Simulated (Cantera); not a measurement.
Input: 1 mol SiH4, 0.28 mol CH4, 14 mol H2, held at 4.28 Torr.

Cantera equilibrium calculation (NASA polynomials, part measured and part estimated; ideal gas, pure solids and liquids). Candidate condensed phases: C, C6H6, C7H8, C8H18, Si, SiC; 87 gas species. Mutual solubility and eutectic melting of coexisting phases are not modelled. Gases not in the tables: Si2H6 and higher silanes. Rates play no part.

x: gas mole fraction; n: condensed amount in mol.

```json
[
 {"T (K)": "1023", "x H2": "1.00", "x H": "5.48e-8", "x Si": "<1e-12", "x Si2C": "<1e-12", "x SiH": "<1e-12", "n Si(s)": "0.720", "n SiC(s)": "0.280", "n Si(l)": "0"},
 {"T (K)": "1173", "x H2": "1.000", "x H": "1.56e-6", "x Si": "8.69e-11", "x Si2C": "<1e-12", "x SiH": "1.17e-10", "n Si(s)": "0.720", "n SiC(s)": "0.280", "n Si(l)": "0"},
 {"T (K)": "1323", "x H2": "1.000", "x H": "2.10e-5", "x Si": "1.56e-8", "x Si2C": "…", "x SiH": "8.62e-9", "n Si(s)": "0.720", "n SiC(s)": "0.280", "n Si(l)": "0"},
 {"T (K)": "1473", "x H2": "1.000", "x H": "0.000168", "x Si": "9.60e-7", "x Si2C": "…", "x SiH": "2.61e-7", "n Si(s)": "0.720", "n SiC(s)": "0.280", "n Si(l)": "0"},
 {"T (K)": "1623", "x H2": "0.999", "x H": "0.000915", "x Si": "2.74e-5", "x Si2C": "…", "x SiH": "4.16e-6", "n Si(s)": "0.719", "n SiC(s)": "0.280", "n Si(l)": "0"},
 {"T (K)": "1773", "x H2": "0.996", "x H": "0.00376", "x Si": "0.000374", "x Si2C": "…", "x SiH": "3.48e-5", "n Si(s)": "0", "n SiC(s)": "0.280", "n Si(l)": "0.713"},
 {"T (K)": "1923", "x H2": "0.984", "x H": "0.0124", "x Si": "0.00298", "x Si2C": "…", "x SiH": "0.000182", "n Si(s)": "0", "n SiC(s)": "0.279", "n Si(l)": "0.664"},
 {"T (K)": "2073", "x H2": "0.947", "x H": "0.0339", "x Si": "0.0175", "x Si2C": "…", "x SiH": "0.000739", "n Si(s)": "0", "n SiC(s)": "0.269", "n Si(l)": "0.384"},
 {"T (K)": "2223", "x H2": "0.880", "x H": "0.0796", "x Si": "0.0364", "x Si2C": "…", "x SiH": "0.00109", "n Si(s)": "0", "n SiC(s)": "0.224", "n Si(l)": "0"}
]
```

Task: Some entries are withheld; supply them.

Result: 
- 1323, x Si2C: 4.83e-12
- 1473, x Si2C: 1.18e-9
- 1623, x Si2C: 1.02e-7
- 1773, x Si2C: 3.43e-6
- 1923, x Si2C: 5.81e-5
- 2073, x Si2C: 0.000645
- 2223, x Si2C: 0.00231
